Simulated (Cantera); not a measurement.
**V2O3 + H2 + H2O (hydrogen reduction and annealing atmospheres)**

Feed: 1 mol V2O3, 2.5 mol H2, 3.5 mol H2O, held at 827 °C and 0.000870 bar.

Method: chemical equilibrium by Gibbs-energy minimisation in Cantera with the NASA 1993 tables (ideal gas, pure condensed phases). Candidate condensed phases: H2O, V, VO, V2O3, V2O4, V2O5; 12 gas species. Condensed phases not in the tables: the oxides between V2O3 and V2O5 other than VO2. Equilibrium is a limit: real reactors are often held back by kinetics, nucleation or transport.

```yaml
x(H2O): 0.583
x(H2): 0.417
n(V2O3(s)): 1.00 mol
gas_amount: 6.000 mol
log10 activity of V(s) (absent): -9.16
log10 activity of V2O5(l) (absent): -10.07
```
